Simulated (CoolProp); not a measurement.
A closed Brayton cycle with dry air: compressor inlet 314.15 K and 1.8 MPa, high pressure 4.43 MPa, turbine inlet 850 K, compressor efficiency 0.89, turbine efficiency 0.9, recuperator effectiveness 0 (on enthalpy, no pinch check). Each further row changes one setting.

Model: reference Helmholtz-energy equation of state, Lemmon 2000, in CoolProp. It is a pseudo-pure fit of the blend.

| case | thermal efficiency (%) | net work (kJ/kg) | compressor to turbine work | compressor exit (K) | turbine exit (K) |
|---|---|---|---|---|---|
| as stated | 15.8 | 73.5 | 0.59 | 418.1 | 688.4 |
| turbine inlet 800 K | 15.4 | 62.8 | 0.62 | 418.1 | 646.5 |
| compressor inlet 324.15 K | 15.6 | 70.0 | 0.61 | 431.2 | 688.4 |
| high pressure 3.77 MPa | 13.5 | 65.4 | 0.56 | 397.5 | 715.0 |
| recuperator effectiveness 0.5 | 22.8 | 73.5 | 0.59 | 418.1 | 688.4 |
